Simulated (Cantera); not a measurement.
What does this Cantera script print?

```python
import numpy as np
import cantera as ct

gas_names = """
    H H2 Hg
""".split()
cond_names = """
    Hg(cr) Hg(L)
""".split()


# ... load() reads the species with a 1 bar reference pressure and builds the phases ...
atoms = {
    'Hg': {'Hg': 1},
    'H2': {'H': 2},
}
top_T = {}  # K; cautious upper limits of use, not melting points


# ... equilibrate(T, P, feed) seeds the gas with the atoms and calls Mixture.equilibrate('TP', solver="vcs", rtol=1e-11, max_steps=5000) ...
results = []
feed = {'Hg': 1, 'H2': 0.057}  # mol
T = 1025  # K
P = 330  # Pa
mix = equilibrate(T, P, feed)
results.append((T, P, feed, dict(zip(mix.species_names, mix.species_moles))))
x = sorted(zip(gas.X, gas.species_names), reverse=True)
print(f"T = {T:g} K  P = {P:g} Pa  gas = {mix.phase_moles(0):.4g} mol")
print("   x: " + "  ".join(f"{s} {v:.3e}" for v, s in x if v > 1e-06))
print("   condensed (mol): " + ("  ".join(f"{mix.phase(i).name} {mix.phase_moles(i):.4g}"
      for i in range(1, mix.n_phases) if mix.phase_moles(i) > 1e-12) or "none"))
```

Result:

```
T = 1025 K  P = 330 Pa  gas = 1.057 mol
   x: Hg 9.461e-01  H2 5.393e-02
   condensed (mol): none
```

Method: chemical equilibrium by Gibbs-energy minimisation in Cantera with the NASA 1993 tables (ideal gas, pure condensed phases).
